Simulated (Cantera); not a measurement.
**Chlorosilane synthesis and conversion: Si + Cl2 + H2**

A closed system holds: 1 mol Si, 1.5 mol Cl2, 1.2 mol H2, at 10000 Pa.

These are equilibrium values from Cantera (NASA tables, ideal gas, pure condensed phases), not measurements of a reactor. Candidate condensed phases: Si; 19 gas species. The tables' values for SiCl3 are old estimates; treat these amounts as uncertain. Equilibrium is a limit: real reactors are often held back by kinetics, nucleation or transport.

From 377 °C to 777 °C the condensed part is Si(s). The main Si-bearing gas is SiCl4 throughout. The share of Si in condensed phases is highest at 777 °C (22.9 %) and lowest at 377 °C (21.4 %).

```
T (°C)   x H2  x SiCl4  x SiHCl3     x HCl   x SiCl3   x SiCl2  n Si(s)
------  -----  -------  --------  --------  --------  --------  -------
377     0.589    0.337    0.0728  0.000222   4.99e-6   4.76e-8    0.214
427     0.590    0.338    0.0711  0.000573   2.02e-5   3.97e-7    0.215
477     0.590    0.338    0.0694   0.00130   6.75e-5   2.48e-6    0.216
527     0.589    0.339    0.0679   0.00266  0.000194   1.23e-5    0.218
577     0.588    0.339    0.0663   0.00498  0.000490   5.02e-5    0.219
627     0.586    0.338    0.0648   0.00868   0.00111  0.000175    0.221
677     0.583    0.336    0.0631    0.0142   0.00231  0.000530    0.224
727     0.578    0.332    0.0612    0.0221   0.00443   0.00143    0.226
777     0.570    0.325    0.0590    0.0327   0.00792   0.00349    0.229
```
x: gas mole fraction; n: condensed amount in mol.
